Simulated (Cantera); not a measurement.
# Halide evaporation, hydrolysis and transport: CaCl2 + H2

A closed system holds: 1 mol CaCl2, 1.4 mol H2.

These are equilibrium values from Cantera (NASA tables, ideal gas, pure condensed phases), not measurements of a reactor. Candidate condensed phases: Ca, CaCl2; 9 gas species. Kinetics and transport are ignored.

Stable condensed phases:

```
T in °C \ P in Pa
           0.10   0.40    1.6    6.3     25    100    400   1600   6300  25000 100000
   1227       A      A      A      A      A      A      B      B      B      B      B
   1202       A      A      A      A      A      A      B      B      B      B      B
   1177       A      A      A      A      A      A      B      B      B      B      B
   1152       A      A      A      A      A      A      B      B      B      B      B
   1127       A      A      A      A      A      B      B      B      B      B      B
   1102       A      A      A      A      A      B      B      B      B      B      B
   1077       A      A      A      A      A      B      B      B      B      B      B
   1052       A      A      A      A      B      B      B      B      B      B      B
   1027       A      A      A      A      B      B      B      B      B      B      B
   1002       A      A      A      A      B      B      B      B      B      B      B
    977       A      A      A      B      B      B      B      B      B      B      B
    952       A      A      A      B      B      B      B      B      B      B      B
    927       A      A      A      B      B      B      B      B      B      B      B
```

A: gas only; B: CaCl2.
